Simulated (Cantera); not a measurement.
A freely propagating, adiabatic, planar premixed flame of CH4 : C2H6 : O2 : N2 = 1 : 0.59 : 4.78 : 18 (molar parts), equivalence ratio 0.85, unburnt at 500 K and 101000 Pa; mixture-averaged transport, grid criteria slope 0.08 and curve 0.16, no radiation.

Cantera simulation using GRI-Mech 3.0 (53 species, 325 reactions); the numbers are that mechanism's predictions, not measurements. Burning velocities carry a grid error of a few per cent, more on coarse grids.

Question: What does this change do: 0.24 parts H2 added?

Answer: 
```
quantity                     before      after
------------------------  ---------  ---------
laminar burning velocity  83.1 cm/s  90.4 cm/s
thermal thickness          0.361 mm   0.345 mm
peak x(HCO)                 5.17e-5    5.71e-5
peak x(H)                   0.00567    0.00654
```

Question: What does this change do: O2 4.78 to 3.6 parts?

Answer: 
```json
[
 {"quantity": "laminar burning velocity", "before": "83.1 cm/s", "after": "57.6 cm/s"},
 {"quantity": "thermal thickness", "before": "0.361 mm", "after": "0.460 mm"},
 {"quantity": "peak x(HCO)", "before": "5.17e-5", "after": "3.55e-5"},
 {"quantity": "peak x(H)", "before": "0.00567", "after": "0.00702"}
]
```
